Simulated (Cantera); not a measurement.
An adiabatic, constant-pressure homogeneous reactor starts with CO : H2 : O2 : N2 = 1 : 0.077 : 1.02 : 3.82 (molar parts), equivalence ratio 0.53, at 1048 K and 7500 Torr. Integrator tolerance rtol = 1e-08.

Cantera simulation using GRI-Mech 3.0 (53 species, 325 reactions); the numbers are that mechanism's predictions, not measurements. The hydrogen kinetics of GRI-Mech 3.0 are dated; newer H2 mechanisms differ, most at raised pressure.

| quantity | before | after |
|---|---|---|
| time of steepest temperature rise | 2.07 ms | 1.77 ms |
| temperature at 0.600 s | 2386 K | 2626 K |
| equilibrium temperature | 2386 K | 2626 K |
| x(CO) at 0.600 s | 0.00387 (gas-phase equilibrium 0.00387) | 0.00891 (gas-phase equilibrium 0.00891) |
| x(H2) at 0.600 s | 4.88e-5 (gas-phase equilibrium 4.88e-5) | 9.86e-5 (gas-phase equilibrium 9.86e-5) |
| x(O2) at 0.600 s | 0.0848 (gas-phase equilibrium 0.0848) | 0.0835 (gas-phase equilibrium 0.0835) |
| x(H2O) at 0.600 s | 0.0134 (gas-phase equilibrium 0.0134) | 0.0127 (gas-phase equilibrium 0.0127) |
| x(O) at 0.600 s | 0.000745 (gas-phase equilibrium 0.000745) | 0.00159 (gas-phase equilibrium 0.00159) |
| x(OH) at 0.600 s | 0.00164 (gas-phase equilibrium 0.00164) | 0.00273 (gas-phase equilibrium 0.00273) |

Q: Which change was made?
A) pressure from 7500 Torr to 750 Torr
B) initial temperature 1048 to 1275 K
C) initial temperature 1048 to 1200 K
D) constant volume in place of constant pressure

A: D, constant volume in place of constant pressure
